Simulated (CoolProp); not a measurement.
Properties of sulfur hexafluoride along the isotherm 427.8 K (Tc = 318.7 K, pc = 37.55 bar, ω = 0.210).

Model: reference Helmholtz-energy equation of state, Guder 2009, in CoolProp.

| p (bar) | phase | density (kg/m³) | cv (kJ/(kg K)) | isothermal compressibility (1/MPa) | viscosity (µPa s) | fugacity coefficient |
|---|---|---|---|---|---|---|
| 1.25 | gas | 5.153 | 0.7674 | 8.032 | 20.9 | 0.9961 |
| 2.5 | gas | 10.35 | 0.7679 | 4.032 | 20.9 | 0.9921 |
| 3.75 | gas | 15.58 | 0.7684 | 2.699 | 21.0 | 0.9882 |
| 5.01 | gas | 20.90 | 0.7688 | 2.028 | 21.0 | 0.9843 |
| 6.26 | gas | 26.22 | 0.7693 | 1.630 | 21.1 | 0.9804 |
| 7.51 | gas | 31.59 | 0.7698 | 1.364 | 21.1 | 0.9766 |
| 8.76 | gas | 36.99 | 0.7702 | 1.174 | 21.2 | 0.9727 |
| 10 | gas | 42.40 | 0.7707 | 1.033 | 21.2 | 0.9689 |
| 11.3 | gas | 48.12 | 0.7712 | 0.9177 | 21.3 | 0.9649 |
| 12.5 | gas | 53.44 | 0.7716 | 0.8329 | 21.3 | 0.9613 |
| 13.8 | gas | 59.25 | 0.7721 | 0.7577 | 21.4 | 0.9573 |
| 15 | gas | 64.66 | 0.7725 | 0.6998 | 21.5 | 0.9537 |
| 16.3 | gas | 70.57 | 0.7730 | 0.6468 | 21.6 | 0.9498 |
| 17.5 | gas | 76.07 | 0.7735 | 0.6048 | 21.6 | 0.9462 |
| 18.8 | gas | 82.07 | 0.7740 | 0.5654 | 21.7 | 0.9423 |

Viscosity comes from a separate model (Quiñones-Cisneros 2012).
